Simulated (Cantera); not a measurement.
An isothermal, constant-pressure homogeneous reactor starts with NO : N₂ = 1 : 0.22 (molar parts), at 1498 K and 135 Torr.

Model: GRI-Mech 3.0 (53 species, 325 reactions), integrated in Cantera.

**Question.** Predict: x(NO) at 300 s; x(N₂) at 300 s; x(N₂O) at 300 s; x(NO₂) at 300 s; x(O₂) at 300 s; x(O) at 300 s.

**Answer.** 
```
Item                                               Result
---------------  ----------------------------------------
x(NO) at 300 s      0.452 (gas-phase equilibrium 0.00147)
x(N₂) at 300 s        0.364 (gas-phase equilibrium 0.589)
x(N₂O) at 300 s   6.26e-5 (gas-phase equilibrium 3.31e-8)
x(NO₂) at 300 s  0.000957 (gas-phase equilibrium 4.68e-6)
x(O₂) at 300 s        0.183 (gas-phase equilibrium 0.409)
x(O) at 300 s     4.08e-6 (gas-phase equilibrium 5.99e-6)
```
